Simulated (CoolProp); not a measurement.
The numbers come from the reference Helmholtz-energy equation of state, Thol 2017 in CoolProp.

Q: For octamethyltrisiloxane (MDM), give the phase and the density (kg/m³), cv (kJ/(kg K)), isothermal compressibility (1/MPa), expansivity (1/kK) at 12.15 °C and 44.9 kPa; 12.15 °C and 539 kPa.

A: 
- 12.15 °C and 44.9 kPa: liquid; density 828, cv 1.44, isothermal compressibility 0.00159, expansivity 1.20
- 12.15 °C and 539 kPa: liquid; density 829, cv 1.44, isothermal compressibility 0.00158, expansivity 1.19
